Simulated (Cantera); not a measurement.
A perfectly stirred reactor is fed with 6.67 % NO, 93.3 % N₂, at 100000 Pa; it is held at 1823 K, and followed from long to short residence time.

Computed with Cantera and GRI-Mech 3.0 (53 species, 325 reactions).

Predict: x(NO) at τ = 2.70 s; x(O₂) at τ = 2.70 s; x(O) at τ = 2.70 s; x(NO₂) at τ = 2.70 s; x(N₂O) at τ = 2.70 s; x(NO) at τ = 23.0 ms; x(O₂) at τ = 23.0 ms; x(O) at τ = 23.0 ms; x(NO₂) at τ = 23.0 ms; x(N₂O) at τ = 23.0 ms.


| Property | Value |
|---|---|
| x(NO) at τ = 2.70 s | 0.0594 |
| x(O₂) at τ = 2.70 s | 0.00362 |
| x(O) at τ = 2.70 s | 1.01e-5 |
| x(NO₂) at τ = 2.70 s | 2.03e-5 |
| x(N₂O) at τ = 2.70 s | 1.56e-6 |
| x(NO) at τ = 23.0 ms | 0.0666 |
| x(O₂) at τ = 23.0 ms | 2.52e-5 |
| x(O) at τ = 23.0 ms | 4.02e-6 |
| x(NO₂) at τ = 23.0 ms | 8.79e-6 |
| x(N₂O) at τ = 23.0 ms | 1.82e-6 |
